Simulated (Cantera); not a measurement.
**Stirred combustor or abatement burner**

A perfectly stirred reactor is fed with 19.6 % H₂, 16.9 % O₂, 63.5 % N₂, equivalence ratio 0.58, at 0.300 bar; it is adiabatic with a 450 K inlet, and is followed from long to short residence time, starting on the burning branch (τ in s: 0.19, 0.098, 0.05, 0.026, 0.013, 0.0069, 0.0036, 0.0018, 0.00095, 0.00049, 0.00025, 0.00013, 6.8e-05).

Computed with Cantera and GRI-Mech 3.0 (53 species, 325 reactions).

```json
[
 {"τ (s)": "0.19", "T (K)": "1908", "x H₂": "0.000790", "x O₂": "0.0776", "x H₂O": "0.214", "x NO": "9.60e-5", "x OH": "0.00387"},
 {"τ (s)": "0.098", "T (K)": "1899", "x H₂": "0.00118", "x O₂": "0.0775", "x H₂O": "0.213", "x NO": "7.17e-5", "x OH": "0.00468"},
 {"τ (s)": "0.050", "T (K)": "1885", "x H₂": "0.00180", "x O₂": "0.0773", "x H₂O": "0.212", "x NO": "5.29e-5", "x OH": "0.00566"},
 {"τ (s)": "0.026", "T (K)": "1866", "x H₂": "0.00269", "x O₂": "0.0771", "x H₂O": "0.210", "x NO": "3.91e-5", "x OH": "0.00674"},
 {"τ (s)": "0.013", "T (K)": "1835", "x H₂": "0.00405", "x O₂": "0.0770", "x H₂O": "0.207", "x NO": "2.90e-5", "x OH": "0.00792"},
 {"τ (s)": "0.0069", "T (K)": "1797", "x H₂": "0.00571", "x O₂": "0.0771", "x H₂O": "0.203", "x NO": "2.38e-5", "x OH": "0.00890"},
 {"τ (s)": "0.0036", "T (K)": "1743", "x H₂": "0.00785", "x O₂": "0.0774", "x H₂O": "0.198", "x NO": "2.14e-5", "x OH": "0.00963"},
 {"τ (s)": "0.0018", "T (K)": "1668", "x H₂": "0.0105", "x O₂": "0.0782", "x H₂O": "0.192", "x NO": "2.02e-5", "x OH": "0.00988"},
 {"τ (s)": "0.00095", "T (K)": "1584", "x H₂": "0.0133", "x O₂": "0.0795", "x H₂O": "0.185", "x NO": "1.82e-5", "x OH": "0.00948"},
 {"τ (s)": "0.00049", "T (K)": "1482", "x H₂": "0.0166", "x O₂": "0.0818", "x H₂O": "0.177", "x NO": "1.45e-5", "x OH": "0.00846"},
 {"τ (s)": "0.00025", "T (K)": "1365", "x H₂": "0.0223", "x O₂": "0.0862", "x H₂O": "0.167", "x NO": "9.25e-6", "x OH": "0.00693"},
 {"τ (s)": "0.00013", "T (K)": "1225", "x H₂": "0.0381", "x O₂": "0.0962", "x H₂O": "0.147", "x NO": "3.86e-6", "x OH": "0.00498"},
 {"τ (s)": "6.8e-5", "T (K)": "450", "x H₂": "0.196", "x O₂": "0.169", "x H₂O": "<1e-12", "x NO": "<1e-12", "x OH": "<1e-12"}
]
```
x: mole fraction; the columns are a selection and need not sum to one.
